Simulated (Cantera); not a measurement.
Cantera run:

```python
import numpy as np
import cantera as ct

gas_names = """
    O2 F2
""".split()
cond_names = """
    Mg(cr) MgF2(s) MgO(s)
""".split()


def load(file, names, dense=False):
    # The tables refer to 1 bar. Condensed volumes are neglected.
    table = {s.name: s for s in ct.Species.list_from_file(file)}
    out = []
    for n in names:
        d = dict(table[n].input_data)
        d["thermo"] = dict(d["thermo"], **{"reference-pressure": 1e5})
        if dense:
            d["equation-of-state"] = {"model": "constant-volume", "density": "1e6 g/cm^3"}
        out.append(ct.Species.from_dict(d))
    return out


species = {s.name: s for s in load("nasa_gas.yaml", gas_names) + load("nasa_condensed.yaml", cond_names)}
T = 600
g = {n: (s.thermo.h(T) - T * s.thermo.s(T)) / (ct.gas_constant * T * np.log(10)) for n, s in species.items()}
valid = cond_names  # the entries whose range holds T


def stable(la, lb):
    # potentials (over RT ln 10) of the two non-metals from log10 p(O2) and log10 p(F2) in bar
    mu = {}
    mu["O"] = (g["O2"] + la) / 2
    mu["F"] = (g["F2"] + lb) / 2
    cost = {}
    for n in valid:
        c = species[n].composition
        cost[n] = (g[n] - sum(c.get(e, 0) * m for e, m in mu.items())) / c["Mg"]
    return min(cost, key=cost.get)


results = []
for lb in [1, -4.8, -10.6, -16.3, -22.1, -27.9, -33.7, -39.4, -45.2, -51]:
    row = [stable(la, lb) for la in [-54, -50.4, -46.8, -43.2, -39.6, -36, -32.4, -28.8, -25.2, -21.6, -18, -14.4, -10.8, -7.2, -3.6, 0]]
    results.append(row)
    print(f"{lb:6.1f}  " + " ".join(f"{valid.index(n):x}" for n in row))
print("key: " + ", ".join(f"{i:x} {n}" for i, n in enumerate(valid)))
```

Output:

```
   1.0  1 1 1 1 1 1 1 1 1 1 1 1 1 1 1 1
  -4.8  1 1 1 1 1 1 1 1 1 1 1 1 1 1 1 1
 -10.6  1 1 1 1 1 1 1 1 1 1 1 1 1 1 1 1
 -16.3  1 1 1 1 1 1 1 1 1 1 1 1 1 1 1 1
 -22.1  1 1 1 1 1 1 1 1 1 1 1 1 1 1 1 1
 -27.9  1 1 1 1 1 1 1 1 1 1 1 1 1 1 1 1
 -33.7  1 1 1 1 1 1 1 1 1 1 1 1 1 1 1 1
 -39.4  1 1 1 1 1 1 1 1 1 1 1 1 1 1 1 1
 -45.2  1 1 1 1 1 1 1 1 1 1 1 1 1 1 2 2
 -51.0  1 1 1 1 1 1 1 1 1 1 2 2 2 2 2 2
key: 0 Mg(cr), 1 MgF2(s), 2 MgO(s)
```

Source: NASA polynomial tables (part measured, part estimated), evaluated in Cantera. Not in the tables: oxide halides.
